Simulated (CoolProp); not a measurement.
Properties of R124 at several states.

The numbers come from the reference Helmholtz-energy equation of state, de Vries 1995 in CoolProp.

```tsv
T (K)	p (bar)	phase	cp (kJ/(kg K))	cv (kJ/(kg K))	conductivity (mW/(m K))
382.1	0.152	gas	0.8397	0.7783	___
332.1	0.37	gas	0.7762	0.7133	___
236.6	7.29	liquid	___	___	91.3
367.7	28	liquid	1.465	0.8559	51.2
```

**Question.** Some entries are withheld; supply them.

**Answer.** 
- 382.1, conductivity (mW/(m K)): 20.1
- 332.1, conductivity (mW/(m K)): 15.8
- 236.6, cp (kJ/(kg K)): 1.024
- 236.6, cv (kJ/(kg K)): 0.7021

Thermal conductivity comes from a separate model (Huber 2003), an estimate that may be off by 10 % or more.
